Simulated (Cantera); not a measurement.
Feed: 1 mol Si₂Cl₆, 0.36 mol NH₃, 4 mol H₂, 7 mol N₂, equilibrated at 1000 °C and 0.0825 Torr.

Equilibrium computed with Cantera from the NASA thermochemical tables; the gas is ideal and each condensed phase is pure. Candidate condensed phases: NH₄Cl, Si, Si₃N₄; 28 gas species. The feed counts by its element totals alone. The tables' values for SiCl₃ are old estimates; treat these amounts as uncertain. Equilibrium is a limit: real reactors are often held back by kinetics, nucleation or transport.

Base state: N₂ 0.459, HCl 0.318, H₂ 0.170, SiCl₂ 0.0436, SiCl₃ 0.00496, SiCl₄ 0.00370, SiHCl₃ 7.92e-5, Cl 4.46e-5 (mole fractions); condensed: Si₃N₄(s).

What changes in the equilibrium state with this change: temperature from 1000 °C to 677 °C?


```csv
species,before,after
N₂,0.459,0.454
HCl,0.318,0.366
H₂,0.170,0.159
SiCl₂,0.0436,1.26e-5
SiCl₄,0.00370,0.0214
H,2.81e-5,2.11e-8
Cl,4.46e-5,4.63e-8
SiCl₃,0.00496,8.99e-5
SiHCl₃,7.92e-5,4.25e-5
"Si₃N₄(s), mol",0.426,0.571
```
